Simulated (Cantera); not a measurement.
## Equilibrium for abatement and gas-phase synthesis: NH₃ + H₂ + N₂

Input: 1 mol NH₃, 4 mol H₂, 2.4 mol N₂, held at 120 Torr.

Cantera equilibrium calculation (NASA polynomials, part measured and part estimated; ideal gas, pure solids and liquids). Ions and electrons are included (thermal ionisation). Kinetics and transport are ignored.

From 3000 K to 5000 K nothing is condensed.

```
T (K)    x H     x H₂   x N₂       x N     x NH      x e-
-----  -----  -------  -----  --------  -------  --------
3000   0.261    0.438  0.300   1.91e-5  2.46e-6  9.53e-11
3250   0.435    0.294  0.270   8.02e-5  5.76e-6  6.86e-10
3500   0.595    0.162  0.242  0.000273  1.05e-5   4.87e-9
3750   0.697   0.0774  0.224  0.000795  1.58e-5   2.58e-8
4000   0.748   0.0352  0.215   0.00206  2.15e-5   1.08e-7
4250   0.770   0.0164  0.209   0.00479  2.74e-5   3.77e-7
4500   0.778  0.00809  0.204    0.0102  3.34e-5   1.14e-6
4750   0.778  0.00422  0.198    0.0198  3.95e-5   3.10e-6
5000   0.774  0.00232  0.187    0.0359  4.52e-5   7.60e-6
```
x: gas mole fraction; nothing condenses.
